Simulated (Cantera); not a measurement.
Cantera run, input and output.

```python
import numpy as np
import cantera as ct

gas = ct.Solution("gri30.yaml")


def delay(T, t_max=10):
    gas.TPX = T, 500000, {'CH4': 1, 'O2': 2.6, 'N2': 9.77}
    reactor = ct.IdealGasReactor(gas, clone=False)
    net = ct.ReactorNet([reactor])
    net.rtol, net.atol = 1e-8, 1e-16
    while net.time < t_max:
        t_old, T_old = net.time, reactor.T
        net.step()
        if reactor.T > T + 400:  # ignition: a rise of 400 K
            return t_old + (T + 400 - T_old) / (reactor.T - T_old) * (net.time - t_old)
    return np.nan


taus = []
for T in [1273, 1348, 1423, 1498, 1573]:
    taus.append(delay(T))
    print(f"T0 = {T:6g} K   tau = {taus[-1]:.4e} s")

# d ln(tau) / d ln(k), from doubling and halving each rate constant
T, sens = 1348, []
for i in range(gas.n_reactions):
    gas.set_multiplier(2.0, i)
    up = delay(T)
    gas.set_multiplier(0.5, i)
    down = delay(T)
    gas.set_multiplier(1.0, i)
    sens.append((np.log(up / down) / np.log(4.0), gas.reaction(i).equation))
sens.sort(key=lambda x: -abs(x[0]))
print(f"sensitivities at {T} K")
for s, eq in sens[:10]:
    print(f"{s:8.3f}  {eq}")
```

Output:

```
T0 =   1273 K   tau = 3.3599e-03 s
T0 =   1348 K   tau = 1.3980e-03 s
T0 =   1423 K   tau = 6.1824e-04 s
T0 =   1498 K   tau = 2.8995e-04 s
T0 =   1573 K   tau = 1.4436e-04 s
sensitivities at 1348 K
   0.525  2 CH3 (+M) <=> C2H6 (+M)
  -0.431  CH3 + O2 <=> CH3O + O
  -0.292  CH3 + O2 <=> CH2O + OH
  -0.286  CH3 + HO2 <=> CH3O + OH
  -0.250  H + O2 <=> O + OH
  -0.250  CH2O + O2 <=> HCO + HO2
   0.241  CH4 + H <=> CH3 + H2
  -0.134  CH2O + CH3 <=> CH4 + HCO
   0.131  CH4 + OH <=> CH3 + H2O
  -0.120  CH3O + O2 <=> CH2O + HO2
```

Cantera simulation using GRI-Mech 3.0 (53 species, 325 reactions); the numbers are that mechanism's predictions, not measurements.
